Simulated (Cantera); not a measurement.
## Equilibrium for halide evaporation, hydrolysis and transport: MgF2 + O2 + H2

Input: 1 mol MgF2, 0.29 mol O2, 25 mol H2, held at 10.0 Torr.

These are equilibrium values from Cantera (NASA tables, ideal gas, pure condensed phases), not measurements of a reactor. Candidate condensed phases: H2O, Mg, MgF2, MgO, Mg(OH)2; 31 gas species. Mutual solubility and eutectic melting of coexisting phases are not modelled. Kinetics and transport are ignored.

From 973 K to 1473 K the condensed part is MgF2(s) + MgO(s). From 1573 K to 1673 K the condensed part is MgO(s).

```csv
T (K),x H2,x HF,x H2O,x MgF2,x Mg,x MgF,x H,x MgH,n MgF2(s),n MgO(s)
973,0.975,0.00330,0.0215,3.04e-10,<1e-12,<1e-12,9.25e-9,<1e-12,0.959,0.0413
1073,0.972,0.0104,0.0179,2.50e-8,<1e-12,2.83e-12,1.20e-7,<1e-12,0.869,0.131
1173,0.966,0.0231,0.0114,9.45e-7,1.19e-10,3.72e-10,1.00e-6,<1e-12,0.708,0.292
1273,0.959,0.0358,0.00491,1.98e-5,1.41e-8,2.81e-8,6.05e-6,1.23e-11,0.544,0.455
1373,0.956,0.0422,0.00159,0.000262,1.24e-6,1.36e-6,2.82e-5,1.24e-9,0.454,0.539
1473,0.952,0.0444,0.000503,0.00240,6.99e-5,4.21e-5,0.000107,7.91e-8,0.368,0.567
1573,0.935,0.0483,0.000237,0.0139,0.00180,0.000668,0.000340,2.23e-6,0,0.574
1673,0.928,0.0538,0.000785,0.0107,0.00487,0.00122,0.000950,6.62e-6,0,0.559
```
x: gas mole fraction; n: condensed amount in mol.
